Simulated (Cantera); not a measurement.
**Thermodynamics of abatement and gas-phase synthesis, feed HCl + H₂O**

Charge: 1 mol HCl, 9.7 mol H₂O, held at 2052 °C.

These are equilibrium values from Cantera (NASA tables, ideal gas, pure condensed phases), not measurements of a reactor. Candidate condensed phases: H₂O; 14 gas species. The ideal-gas law is rough above about 30 bar. Kinetics and transport are ignored.

```tsv
P (Pa)	x H₂O	x H	x O	x H₂	x HCl	x OH	x O₂	x Cl
10	0.139	0.397	0.146	0.131	0.0157	0.0708	0.0652	0.0344
120	0.496	0.120	0.0396	0.143	0.0463	0.0695	0.0573	0.0279
1400	0.725	0.0269	0.00848	0.0838	0.0699	0.0389	0.0306	0.0161
17000	0.830	0.00536	0.00165	0.0404	0.0826	0.0184	0.0142	0.00788
210000	0.874	0.00102	0.000313	0.0182	0.0886	0.00819	0.00626	0.00358
2500000	0.892	0.000198	6.02e-5	0.00813	0.0913	0.00363	0.00276	0.00160
30000000	0.900	3.81e-5	1.14e-5	0.00360	0.0924	0.00159	0.00119	0.000703
```
x: gas mole fraction; nothing condenses.

From 0.000100 bar to 300 bar nothing is condensed.
